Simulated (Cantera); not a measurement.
## Thermodynamics of carbon deposition, reforming and gasification, feed n-butane + H₂ + N₂ + CO₂

A closed system holds: 1 mol n-butane, 34 mol H₂, 1.8 mol N₂, 0.00019 mol CO₂, at 32.0 bar.

Equilibrium computed with Cantera from the NASA thermochemical tables; the gas is ideal and each condensed phase is pure. Candidate condensed phases: C, C₆H₆, C₇H₈, C₈H₁₈, H₂O; 169 gas species. Ions and electrons are included (thermal ionisation). The ideal-gas law is rough above about 30 bar. Kinetics and transport are ignored.

| T (K) | x H₂ | x H | x N₂ | x C₂H₂ (acetylene) | x HCN | x CH₄ | x C | n C(graphite) |
|---|---|---|---|---|---|---|---|---|
| 2000 | 0.940 | 0.000279 | 0.0430 | 0.000722 | 0.00297 | 0.0120 | <1e-12 | 3.31 |
| 2500 | 0.929 | 0.00428 | 0.0369 | 0.0101 | 0.0131 | 0.00415 | 5.20e-9 | 2.37 |
| 3000 | 0.881 | 0.0262 | 0.0291 | 0.0314 | 0.0242 | 0.00147 | 1.20e-6 | 0 |
| 3500 | 0.817 | 0.0943 | 0.0263 | 0.0280 | 0.0244 | 0.000430 | 3.71e-5 | 0 |
| 4000 | 0.684 | 0.233 | 0.0233 | 0.0214 | 0.0219 | 0.000135 | 0.000468 | 0 |
| 4500 | 0.496 | 0.430 | 0.0206 | 0.0117 | 0.0162 | 3.49e-5 | 0.00302 | 0 |
| 5000 | 0.304 | 0.627 | 0.0188 | 0.00381 | 0.00929 | 6.23e-6 | 0.0109 | 0 |
x: gas mole fraction; n: condensed amount in mol.

From 2000 K to 2500 K the condensed part is C(graphite). From 3000 K to 5000 K nothing is condensed. The main C-bearing gas is CH₄ at 2000 K and C₂H at 5000 K.
